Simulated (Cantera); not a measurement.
An isothermal, constant-pressure homogeneous reactor starts with CH4 : N2 = 1 : 17 (molar parts), at 1825 K and 1700 Pa. Integrator tolerance rtol = 1e-08.

Model: GRI-Mech 3.0 (53 species, 325 reactions), integrated in Cantera. GRI-Mech 3.0 stops at C3 and has no aromatics, soot or wall deposition, so with more carbon than oxygen in the feed, carbon stays in small species such as C2H2 where larger ones or solid carbon would form. Radical loss at walls, strong at low pressure, is not modelled.

Question: What does this change do: temperature 1825 to 1975 K?

Answer: 
```tsv
quantity	before	after
x(CH4) at 10.0 s	3.19e-6 (gas-phase equilibrium 1.30e-6)	1.74e-7 (gas-phase equilibrium 4.42e-7)
x(C2H6) at 10.0 s	1.19e-12 (gas-phase equilibrium <1e-12)	<1e-12 (gas-phase equilibrium <1e-12)
x(H2) at 10.0 s	0.0784 (gas-phase equilibrium 0.0784)	0.0774 (gas-phase equilibrium 0.0774)
x(C2H2) at 10.0 s	0.0263 (gas-phase equilibrium 0.00521)	0.0262 (gas-phase equilibrium 0.00466)
x(HCN) at 10.0 s	9.21e-5 (gas-phase equilibrium 0.0422)	0.000192 (gas-phase equilibrium 0.0432)
x(C2H4) at 10.0 s	6.86e-7 (gas-phase equilibrium 1.36e-7)	2.65e-7 (gas-phase equilibrium 4.73e-8)
```

Question: What does this change do: 0.16 parts H2O added?

Answer: 
| quantity | before | after |
|---|---|---|
| x(CH4) at 10.0 s | 3.19e-6 (gas-phase equilibrium 1.30e-6) | 5.88e-5 (gas-phase equilibrium 1.35e-6) |
| x(C2H6) at 10.0 s | 1.19e-12 (gas-phase equilibrium <1e-12) | 2.45e-10 (gas-phase equilibrium <1e-12) |
| x(H2) at 10.0 s | 0.0784 (gas-phase equilibrium 0.0784) | 0.0893 (gas-phase equilibrium 0.0895) |
| x(C2H2) at 10.0 s | 0.0263 (gas-phase equilibrium 0.00521) | 0.0216 (gas-phase equilibrium 0.00381) |
| x(HCN) at 10.0 s | 9.21e-5 (gas-phase equilibrium 0.0422) | 0.000297 (gas-phase equilibrium 0.0358) |
| x(C2H4) at 10.0 s | 6.86e-7 (gas-phase equilibrium 1.36e-7) | 6.74e-7 (gas-phase equilibrium 1.14e-7) |
